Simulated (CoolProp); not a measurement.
The fluid at 548.95 K and 0.0815 MPa is throttled through a valve to 0.0397 MPa with no heat exchange. The same conditions are run with several fluids, on thermodynamics alone (safety and materials aside).

Values from CoolProp's reference Helmholtz-energy equation of state of each fluid (propylene glycol: Eisenbach 2021; isohexane: Lemmon 2006; isobutane: Bücker 2006; sulfur hexafluoride: Guder 2009; decamethylcyclopentasiloxane (D5): Thol 2019).

| fluid | temperature change (K) | final density (kg/m³) |
|---|---|---|
| propylene glycol | ___ | ___ |
| isohexane | -0.2 | ___ |
| isobutane | -0.1 | 0.506 |
| sulfur hexafluoride | -0.1 | ___ |
| decamethylcyclopentasiloxane (D5) | ___ | ___ |

Q: Fill in the missing entries.

A: 
- propylene glycol, temperature change (K): -0.4
- propylene glycol, final density (kg/m³): 0.665
- isohexane, final density (kg/m³): 0.752
- sulfur hexafluoride, final density (kg/m³): 1.27
- decamethylcyclopentasiloxane (D5), temperature change (K): -0.6
- decamethylcyclopentasiloxane (D5), final density (kg/m³): 3.30
